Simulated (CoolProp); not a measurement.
Saturation properties of o-xylene (Tc = 630.3 K, pc = 3.737 MPa, ω = 0.312).

Values from CoolProp's reference Helmholtz-energy equation of state, Zhou 2012.

```csv
T (K),p (MPa),liquid cp (kJ/(kg K)),vapour viscosity (µPa s)
287.8,0.0004748,1.735,6.45
299.3,0.0009584,1.768,6.66
310.9,0.001830,1.804,6.87
322.4,0.003290,1.840,7.08
333.9,0.005641,1.878,7.31
345.4,0.009270,1.916,7.53
356.9,0.01467,1.956,7.76
368.4,0.02243,1.996,7.99
379.9,0.03328,2.037,8.23
391.4,0.04805,2.079,8.47
402.9,0.06768,2.121,8.71
```

It boils at 417.5 K under 1 atm.

Viscosity comes from a separate model (Cao 2016).
